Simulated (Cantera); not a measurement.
Ammonia decomposition in nitride growth gas

A perfectly stirred reactor is fed with NH₃ : H₂ = 1 : 5.9 (molar parts), at 0.133 bar; it is held at 1850 K, and followed from long to short residence time.

Model: the gas-phase N/H chemistry of the illustrative SiF4/NH3 mechanism in the Surface Chemkin manual (1991), integrated in Cantera. Walls and surfaces, which speed up NH3 decomposition in real reactors, are not modelled.

```json
[
 {"τ (s)": "13", "x NH₃": "0.0193", "x H₂": "0.925", "x N": "2.13e-7", "x NH₂": "4.29e-5", "x NH": "1.51e-6", "x N₂": "0.0548", "x H": "0.000752"},
 {"τ (s)": "4.6", "x NH₃": "0.0422", "x H₂": "0.912", "x N": "2.18e-7", "x NH₂": "7.31e-5", "x NH": "2.00e-6", "x N₂": "0.0448", "x H": "0.000578"},
 {"τ (s)": "1.6", "x NH₃": "0.0767", "x H₂": "0.893", "x N": "2.20e-7", "x NH₂": "0.000110", "x NH": "2.46e-6", "x N₂": "0.0297", "x H": "0.000466"},
 {"τ (s)": "0.57", "x NH₃": "0.109", "x H₂": "0.875", "x N": "2.18e-7", "x NH₂": "0.000139", "x NH": "2.75e-6", "x N₂": "0.0155", "x H": "0.000405"},
 {"τ (s)": "0.20", "x NH₃": "0.130", "x H₂": "0.863", "x N": "2.12e-7", "x NH₂": "0.000155", "x NH": "2.87e-6", "x N₂": "0.00641", "x H": "0.000375"},
 {"τ (s)": "0.069", "x NH₃": "0.140", "x H₂": "0.858", "x N": "1.97e-7", "x NH₂": "0.000158", "x NH": "2.80e-6", "x N₂": "0.00224", "x H": "0.000355"},
 {"τ (s)": "0.024", "x NH₃": "0.143", "x H₂": "0.856", "x N": "1.58e-7", "x NH₂": "0.000149", "x NH": "2.44e-6", "x N₂": "0.000656", "x H": "0.000326"},
 {"τ (s)": "0.0084", "x NH₃": "0.144", "x H₂": "0.855", "x N": "8.01e-8", "x NH₂": "0.000120", "x NH": "1.55e-6", "x N₂": "0.000126", "x H": "0.000258"},
 {"τ (s)": "0.0029", "x NH₃": "0.145", "x H₂": "0.855", "x N": "1.14e-8", "x NH₂": "6.23e-5", "x NH": "4.23e-7", "x N₂": "8.41e-6", "x H": "0.000134"}
]
```
x: mole fraction; the columns are a selection and need not sum to one.
